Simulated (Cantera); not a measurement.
Input: 1 mol Si, 2 mol H2O, 1.2 mol CO, at 675 K and 0.0480 bar.

Method: chemical equilibrium by Gibbs-energy minimisation in Cantera with the NASA 1993 tables (ideal gas, pure condensed phases). Candidate condensed phases: C, C6H6, C7H8, C8H18, H2O, Si, SiC, SiO2; 123 gas species. The numbers say what is thermodynamically allowed, not how fast it happens.

Base state: H2 0.421, H2O 0.308, CO2 0.132, CH4 0.124, CO 0.0150 (mole fractions); condensed: C(graphite) + SiO2(α-quartz).

What changes in the equilibrium state with this change: temperature from 675 K to 748.15 K?


```
species              before   after
-------------------  ------  ------
H2                    0.421   0.570
H2O                   0.308   0.178
CO2                   0.132   0.132
CH4                   0.124  0.0515
CO                   0.0150  0.0680
C(graphite), mol      0.645   0.609
SiO2(α-quartz), mol    1.00    1.00
```

What changes in the equilibrium state with this change: pressure from 0.0480 bar to 0.00430 bar?


| species | before | after |
|---|---|---|
| H2 | 0.421 | 0.629 |
| CO2 | 0.132 | 0.148 |
| H2O | 0.308 | 0.146 |
| CH4 | 0.124 | 0.0248 |
| CO | 0.0150 | 0.0532 |
| C(graphite), mol | 0.645 | 0.652 |
| SiO2(α-quartz), mol | 1.00 | 1.00 |

What changes in the equilibrium state with this change: temperature from 675 K to 1148.15 K?


```csv
species,before,after
H2,0.421,0.624
CO,0.0150,0.374
H2O,0.308,0.000538
CO2,0.132,0.000273
CH4,0.124,0.000445
"C(graphite), mol",0.645,0.00117
"SiO2(α-quartz), mol",1.00,0
"SiO2(β-quartz), mol",0,1.00
```
The tables hold silica as quartz up to 1696 K and as liquid above; real silica turns to tridymite and cristobalite and melts near 1996 K.
